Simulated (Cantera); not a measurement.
An adiabatic, constant-volume homogeneous reactor starts with H₂ : O₂ : N₂ = 1 : 0.455 : 2.86 (molar parts), equivalence ratio 1.1, at 1175 K and 5.00 bar.

Computed with Cantera and GRI-Mech 3.0 (53 species, 325 reactions). The hydrogen kinetics of GRI-Mech 3.0 are dated; newer H2 mechanisms differ, most at raised pressure.

x: mole fraction; the columns are a selection and need not sum to one.

```tsv
t (s)	T (K)	P (bar)	x H₂	x O₂	x HO₂	x OH	x NO	x H₂O	x O
3.00e-6	1175	5.00	0.232	0.105	4.81e-8	1.30e-9	<1e-12	4.06e-8	2.65e-9
6.83e-6	1175	5.00	0.232	0.105	(withheld)	(withheld)	<1e-12	(withheld)	(withheld)
1.55e-5	1175	5.00	0.232	0.105	8.68e-6	1.71e-7	<1e-12	1.18e-5	3.39e-7
3.54e-5	2709	10.5	0.0384	0.00554	7.60e-6	0.0140	0.000146	0.203	0.00239
8.05e-5	2838	10.9	0.0324	0.00260	3.08e-6	0.00989	0.000828	0.216	0.000975
0.000183	2833	10.9	0.0330	0.00241	2.87e-6	0.00958	0.00199	0.216	0.000921
0.000417	2827	10.9	0.0337	0.00221	2.65e-6	0.00924	0.00325	0.215	0.000863
0.000949	2825	10.9	0.0339	0.00214	2.58e-6	0.00912	0.00369	0.215	0.000844
0.00216	2825	10.9	0.0339	0.00214	2.58e-6	0.00911	0.00371	0.215	0.000843
0.00491	2825	10.9	0.0339	0.00214	2.58e-6	0.00911	0.00371	0.215	0.000843
0.0112	2825	10.9	0.0339	0.00214	2.58e-6	0.00911	0.00371	0.215	0.000843
0.0255	2825	10.9	0.0339	0.00214	2.58e-6	0.00911	0.00371	0.215	0.000843
0.0579	2825	10.9	0.0339	0.00214	2.58e-6	0.00911	0.00371	0.215	0.000843
0.132	2825	10.9	0.0339	0.00214	2.58e-6	0.00911	0.00371	0.215	0.000843
0.300	2825	10.9	0.0339	0.00214	2.58e-6	0.00911	0.00371	0.215	0.000843
```

Complete the blanks.


- 6.83e-6, x HO₂: 3.31e-7
- 6.83e-6, x OH: 6.99e-9
- 6.83e-6, x H₂O: 3.85e-7
- 6.83e-6, x O: 1.43e-8
